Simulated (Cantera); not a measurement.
An isothermal, constant-pressure homogeneous reactor starts with 23.3 % H2, 23.3 % O2, 53.5 % N2, at 1323 K and 0.470 bar.

Model: GRI-Mech 3.0 (53 species, 325 reactions), integrated in Cantera. The temperature is held fixed by assumption; the heat of reaction is taken as removed at once.

x: mole fraction; the columns are a selection and need not sum to one.

| t (s) | x H2 | x O2 | x N2O | x NO | x OH | x HO2 | x H2O2 |
|---|---|---|---|---|---|---|---|
| 4.00e-5 | 0.129 | 0.185 | 5.77e-9 | 2.41e-7 | 0.00818 | 5.24e-5 | 3.50e-6 |
| 0.000131 | 0.00697 | 0.131 | 8.88e-8 | 1.17e-5 | 0.00496 | 6.14e-5 | 5.85e-6 |
| 0.000428 | 0.000474 | 0.131 | 1.37e-7 | 1.20e-5 | 0.00110 | 1.89e-5 | 1.65e-6 |
| 0.00140 | 3.86e-5 | 0.131 | 1.53e-7 | 1.19e-5 | 0.000344 | 2.59e-6 | 3.77e-7 |
| 0.00458 | 5.15e-6 | 0.132 | 1.59e-7 | 1.19e-5 | 0.000141 | 4.58e-7 | 9.70e-8 |
| 0.0150 | 1.07e-6 | 0.132 | 1.59e-7 | 1.20e-5 | 6.81e-5 | 1.17e-7 | 2.80e-8 |
| 0.0490 | [?] | 0.132 | 1.49e-7 | 1.20e-5 | [?] | [?] | [?] |
| 0.160 | 1.51e-7 | 0.132 | 1.14e-7 | 1.20e-5 | 2.52e-5 | 4.40e-8 | 4.70e-9 |
| 0.524 | 1.38e-7 | 0.132 | 5.09e-8 | 1.20e-5 | 2.39e-5 | 4.39e-8 | 4.27e-9 |
| 1.71 | 1.38e-7 | 0.132 | 1.41e-8 | 1.20e-5 | 2.38e-5 | 4.39e-8 | 4.27e-9 |
| 5.61 | 1.38e-7 | 0.132 | 1.26e-8 | 1.20e-5 | 2.38e-5 | 4.39e-8 | 4.27e-9 |
| 18.3 | 1.38e-7 | 0.132 | 1.26e-8 | 1.20e-5 | 2.38e-5 | 4.39e-8 | 4.27e-9 |
| 60.0 | 1.38e-7 | 0.132 | 1.26e-8 | 1.20e-5 | 2.38e-5 | 4.39e-8 | 4.27e-9 |

What belongs in the gaps?


- 0.0490, x H2: 3.08e-7
- 0.0490, x OH: 3.69e-5
- 0.0490, x HO2: 5.20e-8
- 0.0490, x H2O2: 9.31e-9
